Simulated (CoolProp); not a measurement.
Vapour-liquid equilibrium of R125 (1) + R115 (2) at 0.845 bar; x and y are mole fractions of (1).

Computed with CoolProp (multi-fluid Helmholtz-energy mixture model, Lemmon 2005 and Lemmon 2016; pair parameters Bell 2016).

```csv
x,"bubble temperature, mixture model (K)","bubble temperature, Raoult's law (K)","y, mixture model","y, Raoult's law"
0.05,228.0,229.4,0.129,0.074
0.2,224.3,227.9,0.367,0.275
0.35,222.3,226.5,0.503,0.449
0.5,221.2,225.2,0.601,0.602
0.65,220.6,223.9,0.690,0.738
0.8,220.5,222.8,0.791,0.858
0.95,221.0,221.8,0.933,0.966
```

The largest gap from Raoult's law is -4.2 K in bubble temperature, at x = 0.35. y crosses x between x = 0.65 and 0.8: the model has an azeotrope there.

The pair parameters rest on a limited set of measurements; away from them the model extrapolates.
